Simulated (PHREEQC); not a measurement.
Solution (25 °C): 39 mmol/kgw CuCl2 and 110 mmol/kgw KCl. Closed to the air; pH follows from the charge balance.

Computed with PHREEQC (ion-association model, wateq4f.dat).

Each row changes one thing in this solution. Precipitation was switched off in this run.

```
case                                          pH  ionic strength (mol/kgw)  Cl- (mol/kgw)  Cu+2 (mol/kgw)  CuCl+ (mol/kgw)  CuCl2 (mol/kgw)  SI of Tenorite (CuO)  SI of Atacamite (Cu2(OH)3Cl)
------------------------------------------  ----  ------------------------  -------------  --------------  ---------------  ---------------  --------------------  ----------------------------
as made                                     4.51                     0.216          0.182          0.0335          0.00521         0.000244                 -0.58                         +1.35
KCl from 0.11 to 0.22 mol/kgw               4.55                     0.322          0.290          0.0316          0.00693         0.000463                 -0.56                         +1.51
CuCl2 from 0.039 to 0.078 mol/kgw           4.35                     0.317          0.252          0.0648           0.0124         0.000724                 -0.66                           ___
KCl replaced by K2CO3 at the same molality  9.92                     0.275         0.0780         4.00e-8          2.48e-9         4.65e-11                   ___                         +5.29
KCl from 0.11 to 0.022 mol/kgw               ___                     0.132         0.0964          0.0355          0.00338          9.46e-5                 -0.58                         +1.14
KCl left out                                4.45                     0.111         0.0751             ___          0.00281          6.37e-5                 -0.57                         +1.05
CuCl2 from 0.039 to 0.0078 mol/kgw          4.92                     0.132          0.125         0.00690         0.000851          3.08e-5                 -0.38                         +1.19
```

### Question
Complete the blanks.

### Answer

- CuCl2 from 0.039 to 0.078 mol/kgw, SI of Atacamite (Cu2(OH)3Cl): +1.46
- KCl replaced by K2CO3 at the same molality, SI of Tenorite (CuO): +4.29
- KCl from 0.11 to 0.022 mol/kgw, pH: 4.46
- KCl left out, Cu+2 (mol/kgw): 0.0361

Complexes and solids missing from the database can't appear. Some of these states are supersaturated (in Atacamite, Malachite, Cu(OH)2, for instance). The database's constant for dissolved Cu(OH)2 is higher than later reviews accept.
